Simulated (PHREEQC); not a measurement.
# Acid rinse or clean (model solution)

Make-up at 20 °C: 0.0012 mol/kgw HBr and 0.013 mol/kgw CuCl2. Closed to the air; pH follows from the charge balance.

Model: ion-association model, wateq4f.dat, run in PHREEQC.

Precipitation was switched off in this run.

Question: Estimate the pH.

Answer: pH 2.98.

Question: In which forms is Cu present?

Answer: Cu+2 97 %, CuCl+ 2.7 % of the Cu.
